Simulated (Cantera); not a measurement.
A closed system holds: 1 mol Al, 5 mol CO₂, 55 mol CO, equilibrated at 10000 Pa.

These are equilibrium values from Cantera (NASA tables, ideal gas, pure condensed phases), not measurements of a reactor. Candidate condensed phases: Al, Al₂O₃, C; 19 gas species. The numbers say what is thermodynamically allowed, not how fast it happens.

Task: Which condensed phases are stable at each of these points (T (K)): 700, 750, 800, 850, 900, 950, 1000, 1050, 1100?

Result: 
| T (K) | condensed phases | Al condensed (%) |
|---|---|---|
| 700 | Al₂O₃(s) + C(graphite) | 100.0 |
| 750 | Al₂O₃(s) + C(graphite) | 100.0 |
| 800 | Al₂O₃(s) + C(graphite) | 100.0 |
| 850 | Al₂O₃(s) + C(graphite) | 100.0 |
| 900 | Al₂O₃(s) + C(graphite) | 100.0 |
| 950 | Al₂O₃(s) + C(graphite) | 100.0 |
| 1000 | Al₂O₃(s) | 100.0 |
| 1050 | Al₂O₃(s) | 100.0 |
| 1100 | Al₂O₃(s) | 100.0 |

From 700 K to 950 K the condensed part is Al₂O₃(s) + C(graphite). From 1000 K to 1100 K the condensed part is Al₂O₃(s).
